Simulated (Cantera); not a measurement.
Input: 1 mol Fe2O3, 0.91 mol H2, 0.032 mol H2S, equilibrated at 1 atm.

Method: chemical equilibrium by Gibbs-energy minimisation in Cantera with the NASA 1993 tables (ideal gas, pure condensed phases). Candidate condensed phases: Fe, FeO, Fe(OH)2, Fe(OH)3, FeS, FeSO4, FeS2, Fe2O3, Fe2(SO4)3, Fe3O4, H2O, H2SO4, S; 22 gas species. Metal and sulfide melt together well below either melting point, which pure phases cannot show. Mutual solubility and eutectic melting of coexisting phases are not modelled. The tables' stoichiometric FeO is somewhat more stable than real wüstite, so its field is too wide. FeO, FeS: taken at fixed stoichiometry. Gases not in the tables: S3 to S7. Equilibrium is a limit: real reactors are often held back by kinetics, nucleation or transport.

Task: At 1223 K, list the 7 most abundant gas species with their mole fractions, and the condensed phases.

Result: H2O 0.946, H2 0.0349, H2S 0.0157, SO2 0.00303, S2 0.000565, SH 1.87e-5, S2O 1.08e-5. Condensed: FeO(s) + FeS(s) + Fe3O4(s).
